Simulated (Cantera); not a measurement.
A closed system holds: 1 mol Al, 0.58 mol HCl, 1.1 mol H₂, equilibrated at 1200 Pa.

Method: chemical equilibrium by Gibbs-energy minimisation in Cantera with the NASA 1993 tables (ideal gas, pure condensed phases). Candidate condensed phases: Al, AlCl₃; 12 gas species. The numbers say what is thermodynamically allowed, not how fast it happens.

Q: What share of the Al ends up in condensed phases as a function of T (°C), at 375, 575, 775, 975, 1175, 1375, 1575?

A: 
| T (°C) | Al condensed (%) | as |
|---|---|---|
| 375 | 80.7 | Al(s) |
| 575 | 80.3 | Al(s) |
| 775 | 70.0 | Al(l) |
| 975 | 43.8 | Al(l) |
| 1175 | 42.1 | Al(l) |
| 1375 | 39.9 | Al(l) |
| 1575 | 16.1 | Al(l) |
